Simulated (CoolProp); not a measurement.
A simple Rankine cycle with cyclopropane: condensing at 329.15 K, boiler at 3.23 MPa, turbine inlet 371.2 K, turbine efficiency 0.75, pump efficiency 0.8, no recuperator. Each further row changes one setting.

Model: reference Helmholtz-energy equation of state, Polt 1992, in CoolProp. This equation is an older, rougher fit; its heat capacities, sound speeds and derivatives of the liquid may be far off and weren't checked against measurements.

```
case                             thermal efficiency (%)  net work (kJ/kg)  heat in (kJ/kg)  turbine exit temperature (K)  volume ratio over the turbine
-------------------------------  ----------------------  ----------------  ---------------  ----------------------------  -----------------------------
as stated                                           6.3              23.9              377                         330.6                           2.21
turbine inlet 391.2 K                               6.6              28.4              430                         355.0                           2.16
condensing temperature 321.15 K                     7.6              30.2              397                         321.8                           2.65
boiler pressure 2.26 MPa                            3.7              15.1              413                         353.2                           1.48
turbine efficiency 0.65                             5.4              20.2              377                         332.4                           2.24
```
